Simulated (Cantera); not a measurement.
Cantera run, input and output.

```python
import numpy as np
import cantera as ct

gas = ct.Solution("gri30.yaml")
gas.TPX = 350, 1200000, {'CH4': 1, 'O2': 2.47, 'N2': 13.3}
inlet = ct.Reservoir(gas, clone=True)
gas.equilibrate("HP")  # start burning
reactor = ct.IdealGasConstPressureReactor(gas, energy="on", clone=False)
exhaust = ct.Reservoir(gas, clone=True)
tau = [0.37, 0.14, 0.049, 0.018, 0.0064, 0.0023, 0.00084, 0.0003, 0.00011, 4e-05, 1.4e-05][0]
for a, b in ((inlet, reactor), (reactor, exhaust)):
    ct.MassFlowController(a, b, mdot=lambda t: reactor.mass / tau)
net = ct.ReactorNet([reactor])
show = ['CH4', 'O2', 'C2H', 'NO2', 'O', 'CH2O']

rows = []
print(f"{'tau/s':>10s}{'T/K':>9s}" + "".join(f"{s:>11s}" for s in show))
for tau in [0.37, 0.14, 0.049, 0.018, 0.0064, 0.0023, 0.00084, 0.0003, 0.00011, 4e-05, 1.4e-05]:
    net.initial_time = 0.0
    net.advance(30 * tau)
    before = gas.X
    net.advance(40 * tau)
    drift = np.max(np.abs(gas.X - before) / (gas.X + 1e-9))
    rows.append([gas.T, *gas[show].X, drift])
    print(f"{tau:10.3e}{gas.T:9.1f}" + "".join(f"{x:11.3e}" for x in gas[show].X))
```

It prints:

```
     tau/s      T/K        CH4         O2        C2H        NO2          O       CH2O
 3.700e-01   1718.0  2.677e-06  2.801e-02  2.889e-13  4.448e-08  3.705e-06  2.484e-07
 1.400e-01   1717.5  5.877e-06  2.803e-02  1.364e-12  3.679e-08  5.016e-06  5.672e-07
 4.900e-02   1716.3  1.295e-05  2.809e-02  6.131e-12  4.033e-08  7.774e-06  1.317e-06
 1.800e-02   1714.0  2.702e-05  2.822e-02  2.264e-11  5.062e-08  1.255e-05  2.879e-06
 6.400e-03   1708.9  5.881e-05  2.854e-02  7.926e-11  6.183e-08  2.095e-05  6.501e-06
 2.300e-03   1697.4  1.367e-04  2.931e-02  2.547e-10  6.359e-08  3.383e-05  1.526e-05
 8.400e-04   1662.2  4.243e-04  3.187e-02  7.781e-10  4.907e-08  4.517e-05  4.492e-05
 3.000e-04    350.0  5.963e-02  1.473e-01 -8.781e-54 -4.492e-21 -1.154e-28 -1.948e-18
 1.100e-04    350.0  5.963e-02  1.473e-01  4.740e-60 -5.510e-24 -1.095e-31 -2.389e-21
 4.000e-05    350.0  5.963e-02  1.473e-01  3.511e-62 -3.480e-25 -6.754e-33 -1.509e-22
 1.400e-05    350.0  5.963e-02  1.473e-01  1.380e-65 -2.198e-26 -4.162e-34 -9.532e-24
```

Detailed kinetics in Cantera: GRI-Mech 3.0 (53 species, 325 reactions). The pressure lies above the range GRI-Mech 3.0 was tuned for (to about 10 atm).
